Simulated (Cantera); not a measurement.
A closed system holds: 1 mol SiH2Cl2, 0.13 mol HCl, 28 mol N2, equilibrated at 17.0 mbar.

Method: chemical equilibrium by Gibbs-energy minimisation in Cantera with the NASA 1993 tables (ideal gas, pure condensed phases). Candidate condensed phases: NH4Cl, Si, Si3N4; 28 gas species. N2 is the only nitrogen source here; it is nearly inert below about 1500 K, so the nitride shown seldom forms there in practice. Rates play no part.

Question: What share of the Si ends up in condensed phases as a function of T (K), at 873, 923, 973, 1023, 1073, 1123, 1173, 1223, 1273, 1323, 1373, 1423, 1473, 1523?

Answer: 
```json
[
 {"T (K)": "873", "Si condensed (%)": "82.6", "as": "Si3N4(s)"},
 {"T (K)": "923", "Si condensed (%)": "83.5", "as": "Si3N4(s)"},
 {"T (K)": "973", "Si condensed (%)": "84.2", "as": "Si3N4(s)"},
 {"T (K)": "1023", "Si condensed (%)": "84.9", "as": "Si3N4(s)"},
 {"T (K)": "1073", "Si condensed (%)": "85.4", "as": "Si3N4(s)"},
 {"T (K)": "1123", "Si condensed (%)": "85.9", "as": "Si3N4(s)"},
 {"T (K)": "1173", "Si condensed (%)": "86.2", "as": "Si3N4(s)"},
 {"T (K)": "1223", "Si condensed (%)": "86.1", "as": "Si3N4(s)"},
 {"T (K)": "1273", "Si condensed (%)": "85.6", "as": "Si3N4(s)"},
 {"T (K)": "1323", "Si condensed (%)": "84.0", "as": "Si3N4(s)"},
 {"T (K)": "1373", "Si condensed (%)": "80.8", "as": "Si3N4(s)"},
 {"T (K)": "1423", "Si condensed (%)": "75.5", "as": "Si3N4(s)"},
 {"T (K)": "1473", "Si condensed (%)": "68.4", "as": "Si3N4(s)"},
 {"T (K)": "1523", "Si condensed (%)": "60.3", "as": "Si3N4(s)"}
]
```
